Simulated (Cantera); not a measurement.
Input: 1 mol SiO2, 12 mol CO, 0.068 mol CO2, equilibrated at 110 Pa.

Method: chemical equilibrium by Gibbs-energy minimisation in Cantera with the NASA 1993 tables (ideal gas, pure condensed phases). Candidate condensed phases: C, Si, SiC, SiO2; 20 gas species. The tables hold silica as quartz up to 1696 K and as liquid above; real silica turns to tridymite and cristobalite and melts near 1996 K. Kinetics and transport are ignored.

log p: log10 of the partial pressure in bar; n: condensed amount in mol.

| T (°C) | log p CO | log p CO2 | log p SiO | log p SiO2 | log p O | log p O2 | log p Si | n SiO2(β-quartz) | n SiO2(condensed) |
|---|---|---|---|---|---|---|---|---|---|
| 650 | -2.96 | -5.21 | <-14 | <-14 | <-14 | <-14 | <-14 | 1.00 | 0 |
| 725 | -2.96 | -5.21 | <-14 | <-14 | <-14 | <-14 | <-14 | 1.00 | 0 |
| 800 | -2.96 | -5.21 | -14.05 | <-14 | <-14 | <-14 | <-14 | 1.00 | 0 |
| 875 | -2.96 | -5.21 | -12.41 | <-14 | <-14 | <-14 | <-14 | 1.00 | 0 |
| 950 | -2.96 | -5.21 | -10.98 | <-14 | <-14 | <-14 | <-14 | 1.00 | 0 |
| 1025 | -2.96 | -5.21 | -9.71 | -14.88 | <-14 | <-14 | <-14 | 1.000 | 0 |
| 1100 | -2.96 | -5.21 | -8.58 | -13.58 | (withheld) | <-14 | <-14 | 1.000 | 0 |
| 1175 | -2.96 | -5.21 | -7.57 | -12.41 | (withheld) | <-14 | <-14 | 1.000 | 0 |
| 1250 | -2.96 | -5.19 | -6.68 | -11.36 | (withheld) | -14.79 | -14.89 | 0.998 | 0 |
| 1325 | -2.96 | -5.13 | -5.92 | -10.41 | (withheld) | -13.76 | -13.75 | 0.987 | 0 |
| 1400 | -2.96 | -4.97 | -5.34 | -9.54 | (withheld) | -12.61 | -12.93 | 0.950 | 0 |
| 1475 | -2.97 | -4.73 | -4.91 | -8.76 | (withheld) | -11.38 | -12.37 | 0 | 0.863 |
| 1550 | -2.98 | -4.48 | -4.56 | -8.05 | (withheld) | -10.16 | -11.96 | 0 | 0.693 |

Problem. Fill in the missing entries.

Solution. 
- 1100, log p O: -14.67
- 1175, log p O: -13.62
- 1250, log p O: -12.65
- 1325, log p O: -11.73
- 1400, log p O: -10.78
- 1475, log p O: -9.82
- 1550, log p O: -8.90
